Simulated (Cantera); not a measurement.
Input (Python, Cantera) and output of one run.

```python
import numpy as np
import cantera as ct

gas_names = """
    H HNO HNO2 HNO3 HO2 H2 H2O H2O2 N NH NH2 NH3 NH2OH NO NO2 NO3 N2 N2H2 N2H4 N2O O OH O2 O3 Pb PbO Pb2
""".split()
cond_names = """
    H2O(s) H2O(L) Pb(cr) Pb(L) PbO(rd) PbO(yw) PbO(L) PbO2(s) Pb3O4(s)
""".split()


# ... load() reads the species with a 1 bar reference pressure and builds the phases ...
atoms = {
    'PbO': {'Pb': 1, 'O': 1},
    'H2': {'H': 2},
    'N2': {'N': 2},
}
top_T = {'Pb3O4(s)': 820}  # K; cautious upper limits of use, not melting points


# ... equilibrate(T, P, feed) seeds the gas with the atoms and calls Mixture.equilibrate('TP', solver="vcs", rtol=1e-11, max_steps=5000) ...
results = []
feed = {'PbO': 1, 'H2': 3, 'N2': 0.78}  # mol
P = 3100  # Pa
for T in [1273, 1323, 1373, 1423, 1473, 1523, 1573, 1623, 1673]:
    mix = equilibrate(T, P, feed)
    results.append((T, P, feed, dict(zip(mix.species_names, mix.species_moles))))
    x = sorted(zip(gas.X, gas.species_names), reverse=True)
    print(f"T = {T:g} K  P = {P:g} Pa  gas = {mix.phase_moles(0):.4g} mol")
    print("   x: " + "  ".join(f"{s} {v:.3e}" for v, s in x if v > 1e-05))
    print("   condensed (mol): " + ("  ".join(f"{mix.phase(i).name} {mix.phase_moles(i):.4g}"
          for i in range(1, mix.n_phases) if mix.phase_moles(i) > 1e-12) or "none"))
```

It prints:

```
T = 1273 K  P = 3100 Pa  gas = 4.018 mol
   x: H2 4.978e-01  H2O 2.489e-01  N2 1.941e-01  Pb 5.922e-02
   condensed (mol): Pb(L) 0.762
T = 1323 K  P = 3100 Pa  gas = 4.264 mol
   x: H2 4.691e-01  H2O 2.345e-01  N2 1.829e-01  Pb 1.134e-01  Pb2 1.312e-05
   condensed (mol): Pb(L) 0.5163
T = 1373 K  P = 3100 Pa  gas = 4.767 mol
   x: H2 4.196e-01  H2O 2.098e-01  Pb 2.069e-01  N2 1.636e-01  Pb2 3.568e-05  PbO 1.582e-05  H 1.225e-05
   condensed (mol): Pb(L) 0.0132
T = 1423 K  P = 3100 Pa  gas = 4.78 mol
   x: H2 4.184e-01  H2O 2.092e-01  Pb 2.091e-01  N2 1.632e-01  Pb2 3.019e-05  H 2.440e-05  PbO 2.338e-05
   condensed (mol): none
T = 1473 K  P = 3100 Pa  gas = 4.78 mol
   x: H2 4.184e-01  H2O 2.092e-01  Pb 2.091e-01  N2 1.632e-01  H 4.648e-05  PbO 3.333e-05  Pb2 2.532e-05
   condensed (mol): none
T = 1523 K  P = 3100 Pa  gas = 4.78 mol
   x: H2 4.184e-01  H2O 2.092e-01  Pb 2.091e-01  N2 1.632e-01  H 8.491e-05  PbO 4.643e-05  Pb2 2.147e-05
   condensed (mol): none
T = 1573 K  P = 3100 Pa  gas = 4.78 mol
   x: H2 4.184e-01  H2O 2.091e-01  Pb 2.091e-01  N2 1.632e-01  H 1.494e-04  PbO 6.332e-05  Pb2 1.839e-05
   condensed (mol): none
T = 1623 K  P = 3100 Pa  gas = 4.781 mol
   x: H2 4.183e-01  H2O 2.091e-01  Pb 2.091e-01  N2 1.632e-01  H 2.539e-04  PbO 8.472e-05  Pb2 1.590e-05
   condensed (mol): none
T = 1673 K  P = 3100 Pa  gas = 4.781 mol
   x: H2 4.182e-01  H2O 2.090e-01  Pb 2.090e-01  N2 1.631e-01  H 4.183e-04  PbO 1.114e-04  Pb2 1.385e-05  OH 1.006e-05
   condensed (mol): none
```

Method: chemical equilibrium by Gibbs-energy minimisation in Cantera with the NASA 1993 tables (ideal gas, pure condensed phases).
